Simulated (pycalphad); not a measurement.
Source of the numbers: pycalphad with the COST 507 light-alloy database (1999); pressure 1 atm. The database dates from 1999; later assessments differ in places, in temperatures and in the compounds included. Amounts are mole fractions of atoms. Diffusion is slow at the low end, where real alloys seldom reach equilibrium.

Task: Give the equilibrium state of Ti-25.95B (at.%) at 927 °C.

Result: BM, fraction 0.518, with 50.0 B at.%; bcc, fraction 0.482, with 0.13 B at.%.

Task: Give the equilibrium state of Ti-25.95B (at.%) at 627 °C.

Result: 
```
T = 900.00 K, P = 101325 Pa, N = 1 mol of atoms
G = -73898 J/mol, H = -27153 J/mol, S = 51.94 J/(mol K)  (SER reference)
chemical potentials (J/mol): Ti -38415, B -175153
phase             fraction      x(Ti)       x(B)
BM                  0.5182     0.5000     0.5000
HCP_A3              0.4818     0.9992   0.000824
```

Database names, with the compositions (at.%) that they take in these runs: BM: Ti 50 B 50. HCP_A3 is hcp.
